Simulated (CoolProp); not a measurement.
A simple Rankine cycle with n-perfluoropentane: condensing at 304.15 K, boiler at 0.393 MPa, turbine inlet 350.8 K, turbine efficiency 0.85, pump efficiency 0.6, no recuperator. Each further row changes one setting.

Values from CoolProp's reference Helmholtz-energy equation of state, Gao 2022.

| case | thermal efficiency (%) | net work (kJ/kg) | heat in (kJ/kg) | turbine exit temperature (K) | volume ratio over the turbine |
|---|---|---|---|---|---|
| as stated | 7.7 | 9.65 | 126 | 335.1 | 3.89 |
| turbine inlet 370.8 K | 7.2 | 10.4 | 145 | ? | 3.81 |
| condensing temperature 296.15 K | ? | 12.0 | 135 | 332.0 | 5.25 |
| boiler pressure 0.275 MPa | 5.7 | 7.24 | ? | 340.0 | 2.62 |
| turbine efficiency 0.75 | 6.7 | 8.48 | 126 | ? | ? |

### Question
Complete the blanks.

### Answer

- turbine inlet 370.8 K, turbine exit temperature (K): 355.4
- condensing temperature 296.15 K, thermal efficiency (%): 8.9
- boiler pressure 0.275 MPa, heat in (kJ/kg): 128
- turbine efficiency 0.75, turbine exit temperature (K): 336.5
- turbine efficiency 0.75, volume ratio over the turbine: 3.91
